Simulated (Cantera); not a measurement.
Mixture: H2 : O2 : N2 = 1 : 0.385 : 2.42 (molar parts), at 10.0 bar, adiabatic and at constant pressure. Ignition delay is the time to a rise of 400 K.

Model: the H2/O2 subset of GRI-Mech 3.0, which has no nitrogen chemistry, integrated in Cantera. The hydrogen kinetics of GRI-Mech 3.0 are dated; newer H2 mechanisms differ, most at raised pressure. Where the delays flatten at high temperature, the 400 K rule measures the pace of heat release, not the induction time.

Task: What does this change do: O2 0.385 to 0.56 parts?

Result: 
| quantity | before | after |
|---|---|---|
| delay at 1300 K | 6.86 µs | 5.44 µs |
| delay at 1400 K | 3.24 µs | 2.55 µs |
| delay at 1500 K | 2.07 µs | 1.62 µs |
| delay at 1600 K | 1.50 µs | 1.17 µs |
| delay at 1700 K | 1.19 µs | 0.916 µs |
| delay at 1800 K | 0.998 µs | 0.761 µs |
| delay at 1900 K | 0.887 µs | 0.667 µs |

Task: What does this change do: constant volume in place of constant pressure?

Result: 
```tsv
quantity	before	after
delay at 1300 K	6.86 µs	6.61 µs
delay at 1400 K	3.24 µs	3.09 µs
delay at 1500 K	2.07 µs	1.95 µs
delay at 1600 K	1.50 µs	1.40 µs
delay at 1700 K	1.19 µs	1.08 µs
delay at 1800 K	0.998 µs	0.887 µs
delay at 1900 K	0.887 µs	0.764 µs
```
